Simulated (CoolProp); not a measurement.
Chloromethane (R40) along the isotherm 226.85 °C: fugacity coefficient from the reference equation and from simpler models built on Tc = 145.5 °C, pc = 69.29 bar, ω = 0.150; each cubic takes its own stable root.

Values from CoolProp's reference Helmholtz-energy equation of state, Thol 2014.

```
p (bar)          phase  reference
-------  -------------  ---------
8.66               gas     0.9750
17.3               gas     0.9505
26                 gas     0.9262
34.6               gas     0.9026
43.3               gas     0.8791
52                 gas     0.8560
60.6               gas     0.8336
69.3     supercritical     0.8113
78       supercritical     0.7895
86.6     supercritical     0.7683
95.3     supercritical     0.7473
104      supercritical     0.7268
```

Problem. How far does each simpler model (van der Waals, Redlich-Kwong) lie from the reference over these 12 states: mean and median of the absolute difference, and the worst?

Solution. 
- van der Waals: mean 0.3 %, median 0.3 %, worst -0.7 % at 226.85 °C and 104 bar
- Redlich-Kwong: mean 0.1 %, median 0.1 %, worst -0.2 % at 226.85 °C and 104 bar
